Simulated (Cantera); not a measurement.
A perfectly stirred reactor is fed with H2 : O2 = 0.04 : 1 (molar parts), equivalence ratio 0.020, at 1330 Pa; it is held at 1223 K, and followed from long to short residence time.

Model: the H2/O2 subset of GRI-Mech 3.0, which has no nitrogen chemistry, integrated in Cantera. Radical loss at walls, strong at low pressure, is not modelled. The temperature is held fixed by assumption; the heat of reaction is taken as removed at once.

### Question
What does this change do: 0.086 parts H2O added?

### Answer
```tsv
quantity	before	after
x(H2) at τ = 0.700 s	0.000163	0.000214
x(O2) at τ = 0.700 s	0.956	0.883
x(H2O) at τ = 0.700 s	0.0382	0.113
x(O) at τ = 0.700 s	0.00413	0.00199
x(H2O2) at τ = 0.700 s	5.47e-8	1.14e-7
x(H2) at τ = 34.0 ms	0.000893	0.00123
x(O2) at τ = 34.0 ms	0.941	0.874
x(H2O) at τ = 34.0 ms	0.0351	0.109
x(O) at τ = 34.0 ms	0.0172	0.0104
x(H2O2) at τ = 34.0 ms	7.91e-8	1.87e-7
```
